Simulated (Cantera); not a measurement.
## Pyrogenic steam for wet oxidation

An isothermal, constant-pressure homogeneous reactor starts with H₂ : O₂ : N₂ = 1 : 1 : 1.6 (molar parts), equivalence ratio 0.50, at 1423 K and 105 Torr.

Model: GRI-Mech 3.0 (53 species, 325 reactions), integrated in Cantera. The temperature is held fixed by assumption; the heat of reaction is taken as removed at once.

```tsv
t (s)	x H₂	x O₂	x H₂O₂	x N₂O	x OH	x NO	x HO₂
9.00e-6	0.278	0.278	1.26e-9	<1e-12	7.72e-8	<1e-12	2.34e-7
3.69e-5	0.278	0.278	2.23e-8	2.00e-12	1.96e-5	<1e-12	1.59e-6
0.000152	0.0295	0.155	1.47e-6	1.48e-8	0.0153	5.22e-6	1.92e-5
0.000622	0.0142	0.158	1.75e-6	2.69e-8	0.0106	1.80e-5	2.24e-5
0.00255	0.00108	0.160	6.25e-7	6.58e-8	0.00286	1.99e-5	9.67e-6
0.0105	6.08e-5	0.161	1.12e-7	9.18e-8	0.000693	1.99e-5	1.01e-6
0.0430	7.49e-6	0.161	2.38e-8	9.26e-8	0.000248	1.99e-5	1.75e-7
0.176	1.85e-6	0.161	7.84e-9	6.22e-8	0.000123	1.99e-5	9.90e-8
0.724	1.38e-6	0.161	6.30e-9	1.67e-8	0.000106	1.99e-5	9.80e-8
2.97	1.38e-6	0.161	6.30e-9	1.11e-8	0.000106	1.99e-5	9.80e-8
12.2	1.38e-6	0.161	6.30e-9	1.11e-8	0.000106	1.99e-5	9.80e-8
50.0	1.38e-6	0.161	6.30e-9	1.11e-8	0.000106	2.00e-5	9.80e-8
```
x: mole fraction; the columns are a selection and need not sum to one.

Equilibrium at this temperature and pressure: H₂ 1.38e-6, O₂ 0.161, H₂O₂ 6.29e-9, N₂O 1.12e-8, OH 0.000106, NO 0.000586, HO₂ 9.79e-8 (gas phase only).
